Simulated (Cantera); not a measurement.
Source: NASA polynomial tables (part measured, part estimated), evaluated in Cantera. Values are per mole of reaction as written; species without (g) are pure solids or liquids, kept so even where they would boil at 1 bar.

2 Cr2O3 + 3 H2(g) = 4 Cr + 3 H2O2(g)

```
T (K)  ΔH° (kJ)  ΔS° (J/K)  ΔG° (kJ)  log10 K  condensed phases
-----  --------  ---------  --------  -------  ----------------
1825     1824.7      170.5    1513.5   -43.32   Cr2O3(s), Cr(s)
1925     1828.9      172.8    1496.3   -40.60   Cr2O3(s), Cr(s)
2025        [?]        [?]       [?]      [?]   Cr2O3(s), Cr(s)
2125        [?]        [?]       [?]      [?]   Cr2O3(s), Cr(s)
2225     1922.0      216.7    1439.8   -33.80   Cr2O3(s), Cr(l)
2325     1921.7      216.6    1418.1   -31.86   Cr2O3(s), Cr(l)
```

Task: Fill in the missing entries.

Result: 
- 2025, ΔH° (kJ): 1833.9
- 2025, ΔS° (J/K): 175.3
- 2025, ΔG° (kJ): 1478.9
- 2025, log10 K: -38.15
- 2125, ΔH° (kJ): 1839.7
- 2125, ΔS° (J/K): 178.1
- 2125, ΔG° (kJ): 1461.3
- 2125, log10 K: -35.92
